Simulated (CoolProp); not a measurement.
Saturation properties of hydrogen sulfide (Tc = 373.1 K, pc = 8.999 MPa, ω = 0.101).

Model: reference Helmholtz-energy equation of state, Lemmon 2006, in CoolProp. It is a short technical equation, of lower accuracy than the large ones.

| T (K) | p (MPa) | liquid cp (kJ/(kg K)) | liquid viscosity (µPa s) |
|---|---|---|---|
| 256.9 | 0.6206 | 2.041 | 180 |
| 260.4 | 0.6965 | 2.051 | 174 |
| 263.9 | 0.7791 | 2.062 | 169 |
| 267.5 | 0.8715 | 2.074 | 164 |
| 271 | 0.9688 | 2.087 | 159 |
| 274.5 | 1.074 | 2.101 | 154 |
| 278 | 1.187 | 2.117 | 149 |
| 281.5 | 1.309 | 2.135 | 145 |
| 285 | 1.440 | 2.154 | 140 |
| 288.5 | 1.580 | 2.175 | 136 |
| 292 | 1.730 | 2.199 | 132 |
| 295.5 | 1.889 | 2.224 | 127 |

It boils at 212.9 K under 1 atm.

Viscosity comes from a separate model (Quiñones-Cisneros 2012).
